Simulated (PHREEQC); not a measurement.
Solution (25 °C): 81 mmol/kgw NH4HF2, 2 mmol/kgw H2SiF6 and 12 mmol/kgw H3PO4. Closed to the air; pH follows from the charge balance.

The numbers come from PHREEQC with the ion-association model, wateq4f.dat.

Each row changes one thing in this solution. No solid was allowed to form.

```
case                                   pH  ionic strength (mol/kgw)  HF (mol/kgw)  F- (mol/kgw)  HF2- (mol/kgw)  H2F2 (mol/kgw)  SI of Quartz (SiO2)
-----------------------------------  ----  ------------------------  ------------  ------------  --------------  --------------  -------------------
as made                              3.00                    0.0842        0.0614        0.0544          0.0131          0.0100                -9.04
H3PO4 from 0.012 to 0.0132 mol/kgw   2.99                    0.0842        0.0621        0.0534          0.0130          0.0103                -9.04
NH4HF2 from 0.081 to 0.0162 mol/kgw  2.54                    0.0214        0.0226       0.00611        0.000532         0.00133                -5.30
diluted 2-fold with water            3.01                    0.0426        0.0358        0.0301         0.00417         0.00337                -7.83
diluted 100-fold with water          3.40                   0.00122      0.000625       0.00110         2.64e-6         1.02e-6                -0.74
H2SiF6 from 0.002 to 0.003 mol/kgw   2.98                    0.0853        0.0627        0.0526          0.0129          0.0104                -8.87
H3PO4 left out                       3.13                    0.0839        0.0546        0.0642          0.0137         0.00791                -8.97
diluted 10-fold with water           3.08                   0.00920       0.00811       0.00729        0.000227        0.000172                -4.64
```

wateq4f.dat counts part of the HF as a dimer, H2F2, which phreeqc.dat doesn't know; its constant is uncertain. H3PO4, which wateq4f.dat lacks, is added to it with the constant of phreeqc.dat. SiF6-2 is the database's only silicon fluoride.
